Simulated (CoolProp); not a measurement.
Vapour-liquid equilibrium of n-hexane (1) + hexamethyldisiloxane (MM) (2) at 87.95 °C; x and y are mole fractions of (1).

Values from CoolProp's multi-fluid Helmholtz-energy mixture model, Thol 2019 and Thol 2016; pair parameters Bell 2016.

```tsv
x	bubble pressure (MPa)	y at the bubble point	dew pressure at overall composition x (MPa)	liquid density (mol/L)
0.05	0.07383	0.105	0.07139	4.338
0.125	0.08049	0.239	0.07476	4.479
0.2	0.08714	0.354	0.07842	4.627
0.275	0.09392	0.455	0.08244	4.784
0.35	0.1010	0.545	0.08687	4.951
0.425	0.1084	0.625	0.09180	5.127
0.5	0.1162	0.698	0.09733	5.313
0.575	0.1245	0.763	0.1036	5.511
0.65	0.1332	0.820	0.1109	5.721
0.725	0.1424	0.871	0.1195	5.944
0.8	0.1521	0.915	0.1299	6.181
0.875	0.1620	0.952	0.1433	6.433
0.95	0.1720	0.983	0.1614	6.701
```

No azeotrope shows between x = 0.05 and 0.95.

Pair parameters are fitted to limited data, so mixtures are less certain than the pure fluids.
